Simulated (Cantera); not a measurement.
Mixture: CH4 : CO : O2 : N2 : CO2 = 1 : 0.17 : 2.29 : 8.61 : 2.9 (molar parts), equivalence ratio 0.91, at 5.20 bar, adiabatic and at constant pressure. Ignition delay is the time to a rise of 400 K.

Detailed kinetics in Cantera: GRI-Mech 3.0 (53 species, 325 reactions).

Task: Predict: delay at 1250 K; delay at 1450 K; delay at 1650 K; delay at 1850 K; delay at 2050 K; apparent activation energy between 1950 and 2150 K.

Result: 
| Item | Value |
|---|---|
| delay at 1250 K | 7.51 ms |
| delay at 1450 K | 0.762 ms |
| delay at 1650 K | 0.112 ms |
| delay at 1850 K | 25.4 µs |
| delay at 2050 K | 8.48 µs |
| apparent activation energy between 1950 and 2150 K | 160 kJ/mol |
